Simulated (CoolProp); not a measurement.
m-xylene at several states: fugacity coefficient from the reference equation and from simpler models built on Tc = 616.9 K, pc = 3.535 MPa, ω = 0.326; each cubic takes its own stable root.

Computed with CoolProp (reference Helmholtz-energy equation of state, Zhou 2012).

```tsv
T (K)	p (MPa)	phase	reference	van der Waals	Redlich-Kwong	Soave-Redlich-Kwong	Peng-Robinson
469.1	0.0228	gas	0.9941	0.9964	0.9953	0.9947	0.9944
410.8	10.3	liquid	0.01376	0.09224	0.02978	0.01461	0.01389
566.9	0.0995	gas	0.9865	0.9898	0.9878	0.9873	0.9861
358	0.0515	liquid	0.3490	0.9849	0.9604	0.3393	0.3510
495.5	4.03	liquid	0.1525	0.3284	0.2169	0.1598	0.1540
```

At some of these states van der Waals gives the other phase, because its saturation line lies elsewhere.
